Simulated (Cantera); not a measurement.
Input: 1 mol CCl₄, 0.22 mol Si, at 948 K and 12.0 Pa.

Cantera equilibrium calculation (NASA polynomials, part measured and part estimated; ideal gas, pure solids and liquids). Candidate condensed phases: C, Si, SiC; 24 gas species. The numbers say what is thermodynamically allowed, not how fast it happens.

Base state: Cl₂ 0.863, SiCl₄ 0.123, Cl 0.0145 (mole fractions); condensed: C(graphite).

What changes in the equilibrium state with this change: CCl₄ replaced by c-C₄F₈?


```csv
species,before,after
CF₄,0,0.890
SiF₄,0,0.110
Cl₂,0.863,0
SiCl₄,0.123,0
Cl,0.0145,0
"C(graphite), mol",1.000,2.22
```
The feed counts by its element totals alone. Gases not in the tables: C₂F₆ and larger saturated fluorocarbons.

What changes in the equilibrium state with this change: temperature from 948 K to 1148.15 K?


| species | before | after |
|---|---|---|
| Cl₂ | 0.863 | 0.686 |
| Cl | 0.0145 | 0.203 |
| SiCl₄ | 0.123 | 0.111 |
| C(graphite), mol | 1.000 | 1.00 |
